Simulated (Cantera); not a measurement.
MgO + SO3 + CO2 (roasting and sulfation)

Feed: 1 mol MgO, 0.19 mol SO3, 0.34 mol CO2, equilibrated at 1 atm.

Equilibrium computed with Cantera from the NASA thermochemical tables; the gas is ideal and each condensed phase is pure. Candidate condensed phases: C, Mg, MgCO3, MgO, MgS, MgSO4, S; 26 gas species. Mutual solubility and eutectic melting of coexisting phases are not modelled. Equilibrium is a limit: real reactors are often held back by kinetics, nucleation or transport.

```
T (K)  x CO2     x SO2      x O2     x SO3      x CO       x O  n MgO(s)  n MgSO4(s)
-----  -----  --------  --------  --------  --------  --------  --------  ----------
875    1.000   3.31e-6   1.66e-6   4.16e-8  3.64e-10    <1e-12     0.810       0.190
925    1.000   2.15e-5   1.08e-5   3.33e-7   1.17e-9    <1e-12     0.810       0.190
975    1.000  0.000115   5.74e-5   2.14e-6   3.34e-9    <1e-12     0.810       0.190
1025   0.999  0.000517  0.000258   1.13e-5   8.61e-9  5.27e-12     0.810       0.190
1075   0.997   0.00201   0.00101   5.12e-5   2.03e-8  4.13e-11     0.811       0.189
1125   0.989   0.00691   0.00346  0.000201   4.43e-8  2.70e-10     0.812       0.188
1175   0.967    0.0213    0.0106  0.000698   8.92e-8   1.50e-9     0.818       0.182
1225   0.909    0.0594    0.0297   0.00217   1.63e-7   7.20e-9     0.833       0.167
```
x: gas mole fraction; n: condensed amount in mol.

From 875 K to 1225 K the condensed part is MgO(s) + MgSO4(s).
